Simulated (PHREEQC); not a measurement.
A solution holds 3.1 mmol/kgw Na2CO3 and 2.3 mmol/kgw NaOH, at 20 °C. Closed to the air; pH follows from the charge balance.

The numbers come from PHREEQC with the ion-association model, phreeqc.dat.

Problem. The ionic strength comes out as 0.0110 mol/kgw. What activity coefficients do Na+, CO3-2, NaCO3-, HCO3-, OH- get?

Solution. Na+ 0.90, CO3-2 0.66, NaCO3- 0.90, HCO3- 0.90, OH- 0.90.

Precipitation was switched off in this run.
